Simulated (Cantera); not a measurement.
An adiabatic, constant-volume homogeneous reactor starts with CH₄ : CO : O₂ : N₂ : CO₂ = 1 : 0.61 : 1.05 : 3.94 : 0.59 (molar parts), at 1350 K and 900 Torr. Integrator tolerance rtol = 1e-08.

Cantera simulation using GRI-Mech 3.0 (53 species, 325 reactions); the numbers are that mechanism's predictions, not measurements.

Problem. What does this change do: pressure from 900 Torr to 760 Torr?

Solution. 
| quantity | before | after |
|---|---|---|
| time of steepest temperature rise | 11.8 ms | 13.3 ms |
| temperature at 2.00 s | 2505 K | 2501 K |
| equilibrium temperature | 2505 K | 2501 K |
| x(CH₄) at 2.00 s | 2.27e-11 (gas-phase equilibrium 2.54e-11) | 1.64e-11 (gas-phase equilibrium 1.83e-11) |
| x(CO) at 2.00 s | 0.214 (gas-phase equilibrium 0.214) | 0.214 (gas-phase equilibrium 0.214) |
| x(O₂) at 2.00 s | 3.88e-5 (gas-phase equilibrium 3.88e-5) | 4.44e-5 (gas-phase equilibrium 4.44e-5) |
| x(NO₂) at 2.00 s | 4.73e-9 (gas-phase equilibrium 4.73e-9) | 4.95e-9 (gas-phase equilibrium 4.95e-9) |
| x(C₂H) at 2.00 s | <1e-12 (gas-phase equilibrium <1e-12) | <1e-12 (gas-phase equilibrium <1e-12) |
| x(HCO) at 2.00 s | 3.77e-7 (gas-phase equilibrium 3.77e-7) | 3.42e-7 (gas-phase equilibrium 3.42e-7) |
| x(C₂H₂) at 2.00 s | <1e-12 (gas-phase equilibrium <1e-12) | <1e-12 (gas-phase equilibrium <1e-12) |

Problem. What does this change do: pressure from 900 Torr to 9000 Torr?

Solution. 
```csv
quantity,before,after
time of steepest temperature rise,11.8 ms,1.78 ms
temperature at 2.00 s,2505 K,2538 K
equilibrium temperature,2505 K,2538 K
x(CH₄) at 2.00 s,2.27e-11 (gas-phase equilibrium 2.54e-11),2.09e-9 (gas-phase equilibrium 2.30e-9)
x(CO) at 2.00 s,0.214 (gas-phase equilibrium 0.214),0.215 (gas-phase equilibrium 0.215)
x(O₂) at 2.00 s,3.88e-5 (gas-phase equilibrium 3.88e-5),5.31e-6 (gas-phase equilibrium 5.31e-6)
x(NO₂) at 2.00 s,4.73e-9 (gas-phase equilibrium 4.73e-9),2.11e-9 (gas-phase equilibrium 2.11e-9)
x(C₂H) at 2.00 s,<1e-12 (gas-phase equilibrium <1e-12),<1e-12 (gas-phase equilibrium <1e-12)
x(HCO) at 2.00 s,3.77e-7 (gas-phase equilibrium 3.77e-7),1.32e-6 (gas-phase equilibrium 1.32e-6)
x(C₂H₂) at 2.00 s,<1e-12 (gas-phase equilibrium <1e-12),5.92e-12 (gas-phase equilibrium 6.42e-12)
```
The pressure lies above the range GRI-Mech 3.0 was tuned for (to about 10 atm).

Problem. What does this change do: N2 3.94 to 6.3 parts?

Solution. 
```csv
quantity,before,after
time of steepest temperature rise,11.8 ms,16.8 ms
temperature at 2.00 s,2505 K,2304 K
equilibrium temperature,2505 K,2304 K
x(CH₄) at 2.00 s,2.27e-11 (gas-phase equilibrium 2.54e-11),2.30e-11 (gas-phase equilibrium 2.56e-11)
x(CO) at 2.00 s,0.214 (gas-phase equilibrium 0.214),0.164 (gas-phase equilibrium 0.164)
x(O₂) at 2.00 s,3.88e-5 (gas-phase equilibrium 3.88e-5),4.84e-6 (gas-phase equilibrium 4.84e-6)
x(NO₂) at 2.00 s,4.73e-9 (gas-phase equilibrium 4.73e-9),5.31e-10 (gas-phase equilibrium 5.31e-10)
x(C₂H) at 2.00 s,<1e-12 (gas-phase equilibrium <1e-12),<1e-12 (gas-phase equilibrium <1e-12)
x(HCO) at 2.00 s,3.77e-7 (gas-phase equilibrium 3.77e-7),1.29e-7 (gas-phase equilibrium 1.29e-7)
x(C₂H₂) at 2.00 s,<1e-12 (gas-phase equilibrium <1e-12),<1e-12 (gas-phase equilibrium <1e-12)
```
